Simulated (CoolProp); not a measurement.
Vapour-liquid equilibrium of acetone (1) + n-nonane (2) at 34.1 kPa; x and y are mole fractions of (1).

Model: multi-fluid Helmholtz-energy mixture model, Lemmon 2006 and Lemmon 2006; pair parameters Bell 2016, in CoolProp.

```
x      bubble temperature, mixture model (K)  bubble temperature, Raoult's law (K)  y, mixture model  y, Raoult's law
-----  -------------------------------------  ------------------------------------  ----------------  ---------------
0.05                                   344.3                                 369.2             0.810            0.493
0.125                                  320.5                                 352.0             0.942            0.763
0.2                                    311.8                                 340.7               ___            0.867
0.275                                    ___                                 332.7               ___            0.917
0.35                                   306.3                                 326.5               ___            0.945
0.425                                  305.6                                 321.5             0.978            0.963
0.5                                    305.3                                 317.4             0.978            0.974
0.575                                    ___                                 313.9             0.979            0.982
0.65                                   304.9                                 310.9             0.979            0.987
0.725                                    ___                                 308.2             0.981            0.991
0.8                                    303.8                                 305.8             0.983            0.995
0.875                                  302.8                                 303.7             0.987            0.997
0.95                                   301.6                                 301.8             0.994            0.999
```

Question: Complete the blanks.

Answer: 
- 0.2, y, mixture model: 0.966
- 0.275, bubble temperature, mixture model (K): 308.0
- 0.275, y, mixture model: 0.973
- 0.35, y, mixture model: 0.976
- 0.575, bubble temperature, mixture model (K): 305.1
- 0.725, bubble temperature, mixture model (K): 304.5

The largest gap from Raoult's law is -31.5 K in bubble temperature, at x = 0.125. No azeotrope shows between x = 0.05 and 0.95.

The pair parameters rest on a limited set of measurements; away from them the model extrapolates. With so large a gap from Raoult's law the liquid may split in two, which this calculation doesn't test in full.
